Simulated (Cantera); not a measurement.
Feed: 1 mol CO, 0.02 mol CO2, 1.9 mol N2, held at 72.0 Pa.

Cantera equilibrium calculation (NASA polynomials, part measured and part estimated; ideal gas, pure solids and liquids). Candidate condensed phases: C; 24 gas species. Kinetics and transport are ignored.

log p: log10 of the partial pressure in bar; nothing condenses.

| T (K) | log p N2 | log p CO | log p CO2 | log p O | log p NO |
|---|---|---|---|---|---|
| 898 | -3.33 | -3.61 | -5.31 | <-15 | <-15 |
| 1098 | -3.33 | -3.61 | -5.31 | <-15 | <-15 |
| 1298 | -3.33 | -3.61 | -5.31 | <-15 | -13.21 |
| 1498 | -3.33 | -3.61 | -5.31 | -12.43 | -11.21 |
| 1698 | -3.33 | -3.61 | -5.31 | -10.23 | -9.69 |
| 1898 | -3.33 | -3.61 | -5.31 | -8.50 | -8.49 |
| 2098 | -3.33 | -3.61 | -5.32 | -7.11 | -7.53 |
| 2298 | -3.33 | -3.61 | ? | -6.06 | -6.83 |
| 2498 | -3.33 | -3.60 | ? | -5.51 | -6.58 |
| 2698 | -3.33 | -3.60 | ? | -5.36 | -6.69 |
| 2898 | -3.33 | -3.60 | ? | -5.33 | -6.88 |

Question: Some entries are withheld; supply them.

Answer: 
- 2298, log p CO2: -5.42
- 2498, log p CO2: -5.83
- 2698, log p CO2: -6.51
- 2898, log p CO2: -7.18
